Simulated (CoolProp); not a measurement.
Fluorine along the isobar 6.08 MPa: density (kg/m³) from the reference equation and from simpler models built on Tc = 144.4 K, pc = 5.240 MPa, ω = 0.045; each cubic takes its own stable root.

The numbers come from the reference Helmholtz-energy equation of state, de Reuck 1990 in CoolProp.

| T (K) | phase | reference | van der Waals | Peng-Robinson |
|---|---|---|---|---|
| 100.3 | liquid | 1410 | 985.6 | 1590 |
| 117 | liquid | 1273 | 895.4 | 1406 |
| 133.6 | liquid | 1090 | 772.1 | 1142 |
| 150.2 | supercritical | 409.9 | 442.4 | 427.8 |
| 166.9 | supercritical | 234.3 | 240.6 | 244.3 |
| 183.5 | supercritical | 187.6 | 193.2 | 193.9 |
| 200.2 | supercritical | 160.6 | 165.5 | 164.9 |
| 216.8 | supercritical | 142.2 | 146.3 | 145.3 |
| 233.4 | supercritical | 128.4 | 131.9 | 130.7 |
| 250.1 | supercritical | 117.5 | 120.4 | 119.1 |
| 266.7 | supercritical | 108.6 | 111.0 | 109.8 |
| 283.4 | supercritical | 101.1 | 103.1 | 102.0 |
| 300 | supercritical | 94.67 | 96.45 | 95.33 |
